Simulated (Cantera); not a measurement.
## Stirred combustor or abatement burner

A perfectly stirred reactor is fed with 5.74 % CO, 2.18 % H2, 7.06 % O2, 85.0 % N2, equivalence ratio 0.56, at 7500 Torr; it is adiabatic with a 598 K inlet, and is followed from long to short residence time, starting on the burning branch (τ in s: 0.088, 0.037, 0.016, 0.0067, 0.0029, 0.0012, 0.00052, 0.00022, 9.4e-05, 4e-05, 1.7e-05).

Computed with Cantera and GRI-Mech 3.0 (53 species, 325 reactions). The hydrogen kinetics of GRI-Mech 3.0 are dated; newer H2 mechanisms differ, most at raised pressure.

| τ (s) | T (K) | x CO | x H2 | x O2 | x O | x NO | x OH | x N2O |
|---|---|---|---|---|---|---|---|---|
| 0.088 | 1199 | 0.00798 | 0.000478 | 0.0364 | 1.66e-6 | 7.20e-8 | 2.11e-6 | 2.37e-6 |
| 0.037 | 598 | 0.0574 | 0.0218 | 0.0706 | <1e-12 | <1e-12 | <1e-12 | <1e-12 |
| 0.016 | 598 | 0.0574 | 0.0218 | 0.0706 | <1e-12 | <1e-12 | <1e-12 | <1e-12 |
| 0.0067 | 598 | 0.0574 | 0.0218 | 0.0706 | <1e-12 | <1e-12 | <1e-12 | <1e-12 |
| 0.0029 | 598 | 0.0574 | 0.0218 | 0.0706 | <1e-12 | <1e-12 | <1e-12 | <1e-12 |
| 0.0012 | 598 | 0.0574 | 0.0218 | 0.0706 | <1e-12 | <1e-12 | <1e-12 | <1e-12 |
| 0.00052 | 598 | 0.0574 | 0.0218 | 0.0706 | <1e-12 | <1e-12 | <1e-12 | <1e-12 |
| 0.00022 | 598 | 0.0574 | 0.0218 | 0.0706 | <1e-12 | <1e-12 | <1e-12 | <1e-12 |
| 9.4e-5 | 598 | 0.0574 | 0.0218 | 0.0706 | <1e-12 | <1e-12 | <1e-12 | <1e-12 |
| 4.0e-5 | 598 | 0.0574 | 0.0218 | 0.0706 | <1e-12 | <1e-12 | <1e-12 | <1e-12 |
| 1.7e-5 | 598 | 0.0574 | 0.0218 | 0.0706 | <1e-12 | <1e-12 | <1e-12 | <1e-12 |
x: mole fraction; the columns are a selection and need not sum to one.
